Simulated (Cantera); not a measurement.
Input: 1 mol SiH₄, 0.49 mol Cl₂, 47 mol H₂, equilibrated at 752 °C and 1 atm.

These are equilibrium values from Cantera (NASA tables, ideal gas, pure condensed phases), not measurements of a reactor. Candidate condensed phases: Si; 19 gas species. The tables' values for SiCl₃ are old estimates; treat these amounts as uncertain. The numbers say what is thermodynamically allowed, not how fast it happens.

Base state: H₂ 0.990, HCl 0.00517, SiHCl₃ 0.00249, SiCl₄ 0.00151, SiH₂Cl₂ 0.000454, SiCl₃ 5.91e-5, SiCl₂ 4.82e-5, SiH₃Cl 2.14e-5 (mole fractions); condensed: Si(s).

### Question
What changes in the equilibrium state with this change: temperature from 752 °C to 1077 °C?

### Answer
```json
[
 {"species": "H₂", "before": "0.990", "after": "0.982"},
 {"species": "HCl", "before": "0.00517", "after": "0.0168"},
 {"species": "SiCl₂", "before": "4.82e-5", "after": "0.000808"},
 {"species": "SiHCl₃", "before": "0.00249", "after": "0.000210"},
 {"species": "SiCl₄", "before": "0.00151", "after": "6.27e-5"},
 {"species": "SiH₂Cl₂", "before": "0.000454", "after": "0.000103"},
 {"species": "SiCl₃", "before": "5.91e-5", "after": "0.000101"},
 {"species": "Si(s), mol", "before": "0.774", "after": "0.936"}
]
```
